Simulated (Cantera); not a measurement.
# Pyrogenic steam for wet oxidation

An isothermal, constant-pressure homogeneous reactor starts with H2 : O2 : N2 : H2O = 1.2 : 1 : 4.6 : 0.079 (molar parts), at 1325 K and 0.720 bar.

Detailed kinetics in Cantera: the H2/O2 subset of GRI-Mech 3.0, which has no nitrogen chemistry. The temperature is held fixed by assumption; the heat of reaction is taken as removed at once.

```tsv
t (s)	x H2	x O2	x H2O2	x OH	x H2O	x H
5.00e-6	0.174	0.145	2.84e-10	1.58e-8	0.0115	1.16e-7
1.52e-5	0.174	0.145	4.49e-9	9.46e-7	0.0115	6.62e-6
4.60e-5	0.0401	0.0833	4.80e-6	0.00747	0.118	0.0554
0.000140	0.00472	0.0645	4.47e-6	0.00282	0.195	0.00328
0.000423	0.000427	0.0636	1.30e-6	0.000719	0.203	6.66e-5
0.00128	4.16e-5	0.0636	3.10e-7	0.000242	0.204	2.31e-6
0.00389	5.75e-6	0.0637	8.09e-8	0.000103	0.204	1.60e-7
0.0118	1.23e-6	0.0637	2.40e-8	5.11e-5	0.204	1.90e-8
0.0358	3.61e-7	0.0637	8.13e-9	2.83e-5	0.204	3.27e-9
0.109	1.59e-7	0.0637	3.65e-9	1.83e-5	0.204	9.70e-10
0.330	1.29e-7	0.0637	2.90e-9	1.61e-5	0.204	7.00e-10
1.00	1.28e-7	0.0637	2.89e-9	1.61e-5	0.204	6.95e-10
```
x: mole fraction; the columns are a selection and need not sum to one.

Equilibrium at this temperature and pressure: H2 1.28e-7, O2 0.0637, H2O2 2.89e-9, OH 1.61e-5, H2O 0.204, H 6.95e-10 (gas phase only).
